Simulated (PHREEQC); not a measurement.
Make-up at 25 °C: 0.19 mol Cu(NO3)2, 0.001 mol H2SO4, 0.0063 mol H3BO3 and 0.002 mol H4SiO4 per kg of water. Closed to the air; pH follows from the charge balance.

All values are PHREEQC results (ion-association model, wateq4f.dat), not measurements.

This is a speciation only: nothing precipitates in the calculation.

### Question
Order these S species by the share of S that they hold, largest first: CuSO4, HSO4-, SO4-2.

### Answer
CuSO4 (60 %), SO4-2 (38 %), HSO4- (1.7 %)

The pH is 2.82 and the ionic strength 0.571 mol/kgw. Saturation is exceeded, for instance for SiO2(a), Quartz (slow to form); the values hold only as long as no solid forms.
